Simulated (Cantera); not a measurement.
An isothermal, constant-pressure homogeneous reactor starts with CH4 : H2 = 0.029 : 1 (molar parts), at 1625 K and 10.00 Torr. Integrator tolerance rtol = 1e-08.

Detailed kinetics in Cantera: GRI-Mech 3.0 (53 species, 325 reactions). GRI-Mech 3.0 stops at C3 and has no aromatics, soot or wall deposition, so with more carbon than oxygen in the feed, carbon stays in small species such as C2H2 where larger ones or solid carbon would form. Radical loss at walls, strong at low pressure, is not modelled.

Q: What does this change do: pressure from 10.00 Torr to 270 Torr?

A: 
```
quantity                                             before                                    after
-----------------  ----------------------------------------  ---------------------------------------
x(CH4) at 30.0 s   0.00232 (gas-phase equilibrium 0.000370)  0.00829 (gas-phase equilibrium 0.00829)
x(H2) at 30.0 s         0.984 (gas-phase equilibrium 0.985)      0.982 (gas-phase equilibrium 0.982)
x(CH2) at 30.0 s    1.66e-8 (gas-phase equilibrium 2.77e-9)  2.30e-9 (gas-phase equilibrium 2.30e-9)
x(CH3) at 30.0 s    2.87e-5 (gas-phase equilibrium 4.66e-6)  2.01e-5 (gas-phase equilibrium 2.01e-5)
x(C2H2) at 30.0 s     0.0125 (gas-phase equilibrium 0.0135)  0.00937 (gas-phase equilibrium 0.00937)
```
